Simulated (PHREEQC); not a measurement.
Consider water at 25 °C with 0.017 mol/kgw Pb(NO3)2, 4.2e-05 mol/kgw HNO3 and 0.049 mol/kgw Na2SO4. Closed to the air; pH follows from the charge balance.

The numbers come from PHREEQC with the ion-association model, phreeqc.dat.

| quantity | before | after |
|---|---|---|
| pH | 4.75 | 4.59 |
| ionic strength (mol/kgw) | 0.142 | 0.142 |
| Na+ (mol/kgw) | 0.0932 | 0.0932 |
| SO4-2 (mol/kgw) | 0.0314 | 0.0314 |
| PbSO4 (mol/kgw) | 0.00958 | 0.00958 |
| Pb+2 (mol/kgw) | 0.00503 | 0.00503 |
| SI of Pb(OH)2 (Pb(OH)2) | -1.42 | -1.74 |
| SI of Anglesite (PbSO4) | +3.04 | +3.04 |

Task: Which change was made?
A. 0.019 mol/kgw NaCl added
B. HNO3 from 4.2e-05 to 6.3e-05 mol/kgw
C. Pb(NO3)2 from 0.017 to 0.0034 mol/kgw
D. diluted 100-fold with water
E. temperature from 25 to 45 °C

Result: B, HNO3 from 4.2e-05 to 6.3e-05 mol/kgw

Precipitation was switched off in this run. Some of these states are supersaturated (in Anglesite, for instance).
